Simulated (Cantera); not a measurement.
Input (Python, Cantera) and output of one run.

```python
import numpy as np
import cantera as ct

gas_names = [...]  # 151 gases of nasa_gas.yaml made of C, H, N, O, Si
cond_names = """
    C(gr) C6H6(L) C7H8(L) C8H18(L),n-octa H2O(s) H2O(L) Si(cr) Si(L) SiC(b) SiO2(Lqz) SiO2(hqz) SiO2(L)
    Si2N2O(s) Si3N4(a)
""".split()


# ... load() reads the species with a 1 bar reference pressure and builds the phases ...
atoms = {
    'TEOS': {'Si': 1, 'C': 8, 'H': 20, 'O': 4},
    'NO': {'N': 1, 'O': 1},
}
top_T = {'C(gr)': 4500, 'SiC(b)': 3050, 'Si2N2O(s)': 2100, 'Si3N4(a)': 2400}  # K; cautious upper limits of use, not melting points


# ... equilibrate(T, P, feed) seeds the gas with the atoms and calls Mixture.equilibrate('TP', solver="vcs", rtol=1e-11, max_steps=5000) ...
results = []
feed = {'TEOS': 1, 'NO': 2}  # mol
T = 2023.15  # K
P = 100000  # Pa
mix = equilibrate(T, P, feed)
results.append((T, P, feed, dict(zip(mix.species_names, mix.species_moles))))
x = sorted(zip(gas.X, gas.species_names), reverse=True)
print(f"T = {T:g} K  P = {P:g} Pa  gas = {mix.phase_moles(0):.4g} mol")
print("   x: " + "  ".join(f"{s} {v:.3e}" for v, s in x if v > 0.001))
print("   condensed (mol): " + ("  ".join(f"{mix.phase(i).name} {mix.phase_moles(i):.4g}"
      for i in range(1, mix.n_phases) if mix.phase_moles(i) > 1e-12) or "none"))
```

Result:

```
T = 2023.15 K  P = 100000 Pa  gas = 17.01 mol
   x: H2 5.848e-01  CO 3.493e-01  N2 5.723e-02  SiO 3.430e-03  HCN 2.952e-03  H 1.454e-03
   condensed (mol): C(gr) 1.044  SiC(b) 0.9415
```

Method: chemical equilibrium by Gibbs-energy minimisation in Cantera with the NASA 1993 tables (ideal gas, pure condensed phases). The feed counts by its element totals alone.
